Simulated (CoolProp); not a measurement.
Values from CoolProp's reference Helmholtz-energy equation of state, Lemmon 2003. It is a pseudo-pure fit of the blend.

Problem. For R507A, give the phase and the cp (kJ/(kg K)), conductivity (mW/(m K)) at 217.9 K and 33.1 kPa; 475.2 K and 4080 kPa.

Solution. 
- 217.9 K and 33.1 kPa: gas; cp 0.728, conductivity 7.48
- 475.2 K and 4080 kPa: supercritical; cp 1.24, conductivity 30.0

Thermal conductivity comes from a separate model (Geller 2001).
